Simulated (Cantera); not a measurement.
Charge: 1 mol Al, 1.2 mol H2O, 4 mol H2, 2.3 mol HCl, equilibrated at 0.000470 bar.

These are equilibrium values from Cantera (NASA tables, ideal gas, pure condensed phases), not measurements of a reactor. Candidate condensed phases: Al, AlCl3, Al2O3, H2O; 29 gas species. The tables' values for AlCl2, AlOH are old estimates; treat these amounts as uncertain. The numbers say what is thermodynamically allowed, not how fast it happens.

x: gas mole fraction; n: condensed amount in mol.

| T (K) | x H2 | x HCl | x H | x AlCl | x Cl | x AlCl3 | x H2O | n Al2O3(s) |
|---|---|---|---|---|---|---|---|---|
| 1500 | 0.721 | 0.252 | 0.000689 | 0.0106 | 0.000194 | 0.0121 | 1.61e-5 | 0.400 |
| 1550 | 0.713 | 0.259 | ? | ? | ? | ? | ? | 0.400 |
| 1600 | 0.706 | 0.264 | ? | ? | ? | ? | ? | 0.400 |
| 1650 | 0.701 | 0.268 | 0.00351 | 0.0208 | 0.00105 | 0.00241 | 0.000111 | 0.400 |
| 1700 | 0.697 | 0.269 | 0.00567 | 0.0224 | 0.00170 | 0.00129 | 0.000211 | 0.399 |
| 1750 | 0.693 | 0.269 | 0.00893 | 0.0236 | 0.00267 | 0.000696 | 0.000389 | 0.399 |
| 1800 | 0.688 | 0.267 | 0.0137 | 0.0244 | 0.00407 | 0.000380 | 0.000696 | 0.398 |
| 1850 | 0.681 | 0.264 | 0.0205 | 0.0251 | 0.00604 | 0.000212 | 0.00120 | 0.397 |
| 1900 | 0.673 | 0.259 | 0.0300 | 0.0258 | 0.00874 | 0.000120 | 0.00200 | 0.394 |
| 1950 | 0.661 | 0.253 | 0.0430 | 0.0266 | 0.0123 | 7.00e-5 | 0.00319 | 0.391 |
| 2000 | 0.645 | 0.244 | 0.0602 | 0.0275 | 0.0170 | 4.15e-5 | 0.00489 | 0.386 |

### Question
Fill in the missing entries.

### Answer

- 1550, x H: 0.00123
- 1550, x AlCl: 0.0148
- 1550, x Cl: 0.000356
- 1550, x AlCl3: 0.00762
- 1550, x H2O: 3.01e-5
- 1600, x H: 0.00211
- 1600, x AlCl: 0.0183
- 1600, x Cl: 0.000624
- 1600, x AlCl3: 0.00440
- 1600, x H2O: 5.79e-5
